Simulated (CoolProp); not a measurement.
The numbers come from the reference Helmholtz-energy equation of state, Zhou 2011 in CoolProp.

Task: For dimethyl carbonate, give the phase and the cp (kJ/(kg K)), cv (kJ/(kg K)), speed of sound (m/s), isothermal compressibility (1/MPa) at 460.9 K and 22100 kPa; 538.2 K and 22100 kPa.

Result: 
- 460.9 K and 22100 kPa: liquid; cp 2.13, cv 1.63, speed of sound 772, isothermal compressibility 0.00250
- 538.2 K and 22100 kPa: liquid; cp 2.34, cv 1.77, speed of sound 576, isothermal compressibility 0.00522
